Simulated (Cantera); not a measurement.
Transport properties of process gases

Gas mixture: 100 % CO₂, at 0.0267 bar, frozen composition.

Cantera's kinetic-theory transport with the Lennard-Jones parameters of GRI-Mech 3.0, ideal gas; thermal conductivity in the multicomponent form.

```csv
T (K),ρ (kg/m³),cp (J/kg/K),μ (µPa s),λ (mW/m/K),Pr,D (cm²/s) OH,D (cm²/s) NO,D (cm²/s) H₂
400,0.0353,937.9,19.8,25.3,0.733,15.8,9.92,41.6
500,0.0282,1014,24.0,33.2,0.733,23.4,14.7,60.9
600,0.0235,1076,27.9,40.9,0.733,32.1,20.3,83.0
700,0.0202,1127,31.5,48.4,0.733,41.8,26.4,108
800,0.0176,1169,34.8,55.5,0.733,52.5,33.2,135
900,0.0157,1204,38.0,62.5,0.732,64.0,40.5,164
1000,0.0141,1234,41.0,69.2,0.732,76.5,48.4,195
```
D: mixture-averaged diffusion coefficient of that species in the mixture.
